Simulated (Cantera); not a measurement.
An adiabatic, constant-pressure homogeneous reactor starts with C3H8 : O2 : N2 : CO2 = 1 : 11.4 : 42.7 : 4 (molar parts), equivalence ratio 0.44, at 1750 K and 9.87 atm. Integrator tolerance rtol = 1e-08.

Model: GRI-Mech 3.0 (53 species, 325 reactions), integrated in Cantera. GRI-Mech 3.0 was tuned for natural gas; its chemistry of propane as a main component is partial and can be far from experiment.

Problem. What does this change do: CO2 4 to 1.7 parts?

Solution. 
| quantity | before | after |
|---|---|---|
| time of steepest temperature rise | 3.04 µs | 2.96 µs |
| temperature at 0.300 s | 2503 K | 2546 K |
| equilibrium temperature | 2503 K | 2546 K |
| x(C3H8) at 0.300 s | <1e-12 (gas-phase equilibrium <1e-12) | <1e-12 (gas-phase equilibrium <1e-12) |
| x(O2) at 0.300 s | 0.0987 (gas-phase equilibrium 0.0987) | 0.101 (gas-phase equilibrium 0.101) |
| x(CO2) at 0.300 s | 0.112 (gas-phase equilibrium 0.112) | 0.0773 (gas-phase equilibrium 0.0773) |
| x(C2H4) at 0.300 s | <1e-12 (gas-phase equilibrium <1e-12) | <1e-12 (gas-phase equilibrium <1e-12) |
| x(HO2) at 0.300 s | 1.16e-5 (gas-phase equilibrium 1.16e-5) | 1.34e-5 (gas-phase equilibrium 1.34e-5) |

Problem. What does this change do: initial temperature 1750 to 1600 K?

Solution. 
```csv
quantity,before,after
time of steepest temperature rise,3.04 µs,8.53 µs
temperature at 0.300 s,2503 K,2390 K
equilibrium temperature,2503 K,2390 K
x(C3H8) at 0.300 s,<1e-12 (gas-phase equilibrium <1e-12),<1e-12 (gas-phase equilibrium <1e-12)
x(O2) at 0.300 s,0.0987 (gas-phase equilibrium 0.0987),0.0999 (gas-phase equilibrium 0.0999)
x(CO2) at 0.300 s,0.112 (gas-phase equilibrium 0.112),0.114 (gas-phase equilibrium 0.114)
x(C2H4) at 0.300 s,<1e-12 (gas-phase equilibrium <1e-12),<1e-12 (gas-phase equilibrium <1e-12)
x(HO2) at 0.300 s,1.16e-5 (gas-phase equilibrium 1.16e-5),8.65e-6 (gas-phase equilibrium 8.65e-6)
```
